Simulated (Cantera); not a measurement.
An adiabatic, constant-pressure homogeneous reactor starts with H₂ : O₂ : N₂ = 1 : 0.312 : 2.84 (molar parts), at 1675 K and 413 Torr. Integrator tolerance rtol = 1e-08.

Model: the H2/O2 subset of GRI-Mech 3.0, which has no nitrogen chemistry, integrated in Cantera.

Q: What does this change do: pressure from 413 Torr to 150 Torr?

A: 
| quantity | before | after |
|---|---|---|
| time of steepest temperature rise | 24.4 µs | 65.9 µs |
| temperature at 0.200 s | 2585 K | 2535 K |
| equilibrium temperature | 2585 K | 2535 K |
| x(H₂) at 0.200 s | 0.0935 (gas-phase equilibrium 0.0935) | 0.0923 (gas-phase equilibrium 0.0923) |
| x(O₂) at 0.200 s | 0.000389 (gas-phase equilibrium 0.000389) | 0.000666 (gas-phase equilibrium 0.000666) |
| x(H₂O₂) at 0.200 s | 1.89e-8 (gas-phase equilibrium 1.89e-8) | 1.32e-8 (gas-phase equilibrium 1.32e-8) |
| x(H) at 0.200 s | 0.0150 (gas-phase equilibrium 0.0150) | 0.0200 (gas-phase equilibrium 0.0200) |
| x(HO₂) at 0.200 s | 1.69e-7 (gas-phase equilibrium 1.69e-7) | 1.71e-7 (gas-phase equilibrium 1.71e-7) |
| x(OH) at 0.200 s | 0.00559 (gas-phase equilibrium 0.00559) | 0.00703 (gas-phase equilibrium 0.00703) |

Q: What does this change do: initial temperature 1675 to 1425 K?

A: 
```tsv
quantity	before	after
time of steepest temperature rise	24.4 µs	54.2 µs
temperature at 0.200 s	2585 K	2426 K
equilibrium temperature	2585 K	2426 K
x(H₂) at 0.200 s	0.0935 (gas-phase equilibrium 0.0935)	0.0951 (gas-phase equilibrium 0.0951)
x(O₂) at 0.200 s	0.000389 (gas-phase equilibrium 0.000389)	8.70e-5 (gas-phase equilibrium 8.70e-5)
x(H₂O₂) at 0.200 s	1.89e-8 (gas-phase equilibrium 1.89e-8)	6.58e-9 (gas-phase equilibrium 6.58e-9)
x(H) at 0.200 s	0.0150 (gas-phase equilibrium 0.0150)	0.00754 (gas-phase equilibrium 0.00754)
x(HO₂) at 0.200 s	1.69e-7 (gas-phase equilibrium 1.69e-7)	3.70e-8 (gas-phase equilibrium 3.70e-8)
x(OH) at 0.200 s	0.00559 (gas-phase equilibrium 0.00559)	0.00239 (gas-phase equilibrium 0.00239)
```
